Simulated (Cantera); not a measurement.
Feed: 1 mol HMDSO, 0.096 mol O₂, at 1125 K and 0.0240 bar.

Method: chemical equilibrium by Gibbs-energy minimisation in Cantera with the NASA 1993 tables (ideal gas, pure condensed phases). Candidate condensed phases: C, C₆H₆, C₇H₈, C₈H₁₈, H₂O, Si, SiC, SiO₂; 123 gas species. The feed counts by its element totals alone. Mutual solubility and eutectic melting of coexisting phases are not modelled. The numbers say what is thermodynamically allowed, not how fast it happens.

Base state: H₂ 0.999, CH₄ 0.000691, CO 0.000301 (mole fractions); condensed: C(graphite) + SiC(s) + SiO₂(β-quartz).

### Question
What changes in the equilibrium state with this change: temperature from 1125 K to 775 K?

### Answer
```json
[
 {"species": "H₂", "before": "0.999", "after": "0.955"},
 {"species": "CH₄", "before": "0.000691", "after": "0.0448"},
 {"species": "CO", "before": "0.000301", "after": "<1e-9"},
 {"species": "C(graphite), mol", "before": "4.59", "after": "4.21"},
 {"species": "SiC(s), mol", "before": "1.41", "after": "1.40"},
 {"species": "SiO₂(β-quartz), mol", "before": "0.595", "after": "0"},
 {"species": "SiO₂(α-quartz), mol", "before": "0", "after": "0.596"}
]
```
